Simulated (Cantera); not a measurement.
An adiabatic, constant-pressure homogeneous reactor starts with 1.76 % C3H8, 14.9 % O2, 73.0 % N2, 10.4 % H2O, at 1775 K and 3750 Torr.

Computed with Cantera and GRI-Mech 3.0 (53 species, 325 reactions). GRI-Mech 3.0 was tuned for natural gas; its chemistry of propane as a main component is partial and can be far from experiment.

Predict: time of steepest temperature rise; temperature at 1.00 s; equilibrium temperature; x(O2) at 1.00 s; x(H2O) at 1.00 s; x(H2) at 1.00 s; x(HO2) at 1.00 s.


```
Item                                                                Result
---------------------------------  ---------------------------------------
time of steepest temperature rise                                  4.44 µs
temperature at 1.00 s                                               2533 K
equilibrium temperature                                             2533 K
x(O2) at 1.00 s                      0.0536 (gas-phase equilibrium 0.0536)
x(H2O) at 1.00 s                       0.163 (gas-phase equilibrium 0.163)
x(H2) at 1.00 s                    0.00220 (gas-phase equilibrium 0.00220)
x(HO2) at 1.00 s                   1.07e-5 (gas-phase equilibrium 1.07e-5)
```
